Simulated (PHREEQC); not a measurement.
Make-up at 25 °C: 0.0013 mol HF, 0.23 mol CsF and 0.076 mol HCl per kg of water. Closed to the air; pH follows from the charge balance.

The numbers come from PHREEQC with the ion-association model, wateq4f.dat.

Each row changes one thing in this solution. No solid was allowed to form.

```
case                                pH  ionic strength (mol/kgw)  F- (mol/kgw)  HF (mol/kgw)  HF2- (mol/kgw)  H2F2 (mol/kgw)
--------------------------------  ----  ------------------------  ------------  ------------  --------------  --------------
as made                           3.48                     0.230         0.131        0.0434          0.0231         0.00518
temperature from 25 to 75 °C      3.83                     0.230         0.127        0.0477          0.0276        0.000881
temperature from 25 to 50 °C      3.64                     0.230         0.128        0.0458             ___         0.00224
diluted 10-fold with water        3.47                    0.0234        0.0154       0.00671        0.000398             ___
HF left out                       3.48                     0.230         0.132        0.0428          0.0228             ___
temperature from 25 to 45 °C       ___                     0.230         0.128        0.0454          0.0262         0.00268
HF from 0.0013 to 0.0065 mol/kgw  3.45                     0.231         0.130        0.0461          0.0243         0.00584
CsF from 0.23 to 0.046 mol/kgw    1.58                    0.0774       0.00126        0.0380        0.000187         0.00383
HCl from 0.076 to 0.38 mol/kgw    0.93                     0.382           ___         0.131        0.000681          0.0488
```

Question: Fill in the missing entries.

Answer: 
- temperature from 25 to 50 °C, HF2- (mol/kgw): 0.0267
- diluted 10-fold with water, H2F2 (mol/kgw): 0.000118
- HF left out, H2F2 (mol/kgw): 0.00502
- temperature from 25 to 45 °C, pH: 3.60
- HCl from 0.076 to 0.38 mol/kgw, F- (mol/kgw): 0.00124

Complexes and solids missing from the database can't appear. Away from 25 °C the constants follow the database's enthalpies or fits; those with neither stay at their 25 °C values.
